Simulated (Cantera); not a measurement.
A perfectly stirred reactor is fed with CO : H2 : O2 : N2 = 1 : 0.12 : 0.56 : 3.25 (molar parts), equivalence ratio 1.0, at 9.87 atm; it is adiabatic with a 425 K inlet, and is followed from long to short residence time, starting on the burning branch (τ in s: 0.15, 0.057, 0.021, 0.008, 0.003, 0.0011, 0.00042, 0.00016, 5.8e-05, 2.2e-05, 8.2e-06).

Computed with Cantera and GRI-Mech 3.0 (53 species, 325 reactions). The hydrogen kinetics of GRI-Mech 3.0 are dated; newer H2 mechanisms differ, most at raised pressure.

What does this change do: pressure from 9.87 atm to 0.720 atm?


| quantity | before | after |
|---|---|---|
| blow-out, bracketed by the residence times tried | burning at 58.0 µs, out at 22.0 µs | burning at 0.420 ms, out at 0.160 ms |
| x(CO) at τ = 0.150 s | 0.00903 | 0.0273 |
| x(H2) at τ = 0.150 s | 0.000210 | 0.000721 |
| x(O2) at τ = 0.150 s | 0.00386 | 0.0129 |
| x(NO2) at τ = 0.150 s | 7.58e-7 | 1.68e-7 |
| x(CO2) at τ = 0.150 s | 0.219 | 0.198 |
| x(CO) at τ = 1.10 ms | 0.0285 | 0.0741 |
| x(H2) at τ = 1.10 ms | 0.000699 | 0.00239 |
| x(O2) at τ = 1.10 ms | 0.0138 | 0.0352 |
| x(NO2) at τ = 1.10 ms | 4.84e-7 | 1.34e-8 |
| x(CO2) at τ = 1.10 ms | 0.197 | 0.143 |
